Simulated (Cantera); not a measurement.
Charge: 1 mol SiH2Cl2, 1.6 mol HCl, 20 mol H2, equilibrated at 0.133 bar.

These are equilibrium values from Cantera (NASA tables, ideal gas, pure condensed phases), not measurements of a reactor. Candidate condensed phases: Si; 19 gas species. The tables' values for SiCl3, SiCl are old estimates; treat these amounts as uncertain. Gases not in the tables: Si2H6 and higher silanes. The numbers say what is thermodynamically allowed, not how fast it happens.

x: gas mole fraction; n: condensed amount in mol.

```tsv
T (K)	x H2	x HCl	x SiCl2	x SiCl4	x SiHCl3	x SiCl3	x SiH2Cl2	n Si(s)	n Si(l)
1050	0.941	0.0204	0.000826	0.0242	0.0116	0.00105	0.000634	0.127	0
1125	0.931	0.0333	0.00252	0.0205	0.00996	0.00205	0.000594	0.186	0
1200	0.918	0.0490	0.00616	0.0152	0.00777	0.00327	0.000519	0.241	0
1275	0.904	0.0648	0.0120	0.00931	0.00524	0.00415	0.000409	0.277	0
1350	0.892	0.0771	0.0187	0.00444	0.00294	0.00409	0.000285	0.287	0
1425	0.885	0.0840	0.0240	0.00172	0.00142	0.00325	0.000179	0.281	0
1500	0.882	0.0867	0.0274	___	___	0.00230	___	0.269	0
1575	0.881	0.0874	0.0294	0.000220	0.000296	0.00157	6.58e-5	0.257	0
1650	0.881	0.0872	0.0307	___	___	0.00108	___	0.244	0
1725	0.879	0.0885	0.0307	3.45e-5	7.11e-5	0.000753	2.58e-5	0	0.254
```

Question: Some entries are withheld; supply them.

Answer: 
- 1650, x SiCl4: 8.37e-5
- 1650, x SiHCl3: 0.000142
- 1650, x SiH2Cl2: 4.11e-5
- 1500, x SiCl4: 0.000612
- 1500, x SiHCl3: 0.000645
- 1500, x SiH2Cl2: 0.000108
